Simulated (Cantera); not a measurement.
Equilibrium for silicon nitride deposition: SiH2Cl2 + NH3 + N2

Input: 1 mol SiH2Cl2, 1.6 mol NH3, 2.9 mol N2, at 1.33 mbar.

Method: chemical equilibrium by Gibbs-energy minimisation in Cantera with the NASA 1993 tables (ideal gas, pure condensed phases). Candidate condensed phases: NH4Cl, Si, Si3N4; 28 gas species. The tables' values for SiCl3 are old estimates; treat these amounts as uncertain. Equilibrium is a limit: real reactors are often held back by kinetics, nucleation or transport.

```csv
T (K),x N2,x H2,x HCl,x SiCl2,x SiCl4,n Si3N4(s)
825,0.412,0.333,0.250,3.45e-9,0.00499,0.321
925,0.411,0.330,0.256,2.44e-7,0.00329,0.325
1025,0.410,0.328,0.260,7.34e-6,0.00231,0.327
1125,0.410,0.327,0.262,0.000118,0.00170,0.328
1225,0.410,0.327,0.260,0.00117,0.00125,0.326
1325,0.412,0.332,0.247,0.00725,0.000777,0.311
1425,0.419,0.346,0.207,0.0257,0.000289,0.264
```
x: gas mole fraction; n: condensed amount in mol.

From 825 K to 1425 K the condensed part is Si3N4(s). The main Si-bearing gas is SiCl4 at 825 K and SiCl2 at 1425 K. The share of Si in condensed phases is highest at 1125 K (98.5 %) and lowest at 1425 K (79.3 %).
